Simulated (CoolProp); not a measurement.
Vapour-liquid equilibrium of diethyl ether (1) + ethanol (2) at 347.3 K; x and y are mole fractions of (1).

Model: multi-fluid Helmholtz-energy mixture model, Thol 2014 and Schroeder 2014; pair parameters Bell 2016, in CoolProp.

```
x     bubble pressure, mixture model (bar)  bubble pressure, Raoult's law (bar)  y, mixture model  y, Raoult's law
----  ------------------------------------  -----------------------------------  ----------------  ---------------
0.05                                   ___                               0.9839             0.287            0.175
0.2                                    ___                                1.373             0.611            0.502
0.35                                   ___                                1.763               ___            0.685
0.5                                    ___                                2.152             0.792            0.802
0.65                                 2.932                                2.541               ___            0.882
0.8                                  3.161                                2.931             0.897            0.942
0.95                                 3.381                                3.320               ___            0.987
```

Question: Fill in the missing entries.

Answer: 
- 0.05, bubble pressure, mixture model (bar): 1.152
- 0.2, bubble pressure, mixture model (bar): 1.868
- 0.35, bubble pressure, mixture model (bar): 2.350
- 0.35, y, mixture model: 0.728
- 0.5, bubble pressure, mixture model (bar): 2.678
- 0.65, y, mixture model: 0.843
- 0.95, y, mixture model: 0.969

The largest gap from Raoult's law is +36.1 % in bubble pressure, at x = 0.2. No azeotrope shows between x = 0.05 and 0.95.

Pair parameters are fitted to limited data, so mixtures are less certain than the pure fluids.
